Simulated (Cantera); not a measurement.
Input: 1 mol C2F6, 0.11 mol H2, 0.21 mol F2, equilibrated at 1698 K and 7.70 mbar.

Cantera equilibrium calculation (NASA polynomials, part measured and part estimated; ideal gas, pure solids and liquids). The feed counts by its element totals alone. Gases not in the tables: C2F6 and larger saturated fluorocarbons. The numbers say what is thermodynamically allowed, not how fast it happens.

| species | before | after |
|---|---|---|
| CF4 | 0.868 | 0.875 |
| HF | 0.124 | 0.124 |
| CF2 | 0.00614 | 0.000541 |
| F | 0.00141 | 3.68e-5 |
| CF3 | 0.000791 | 0.000236 |
| C(graphite), mol | 0.445 | 0.449 |
Gas species are given as mole fractions.

**Question.** Which change was made?
A) pressure from 7.70 mbar to 14.0 mbar
B) pressure from 7.70 mbar to 72.0 Pa
C) pressure from 7.70 mbar to 1.00 bar
D) H2 from 0.11 to 1.1 mol

**Answer.** C, pressure from 7.70 mbar to 1.00 bar
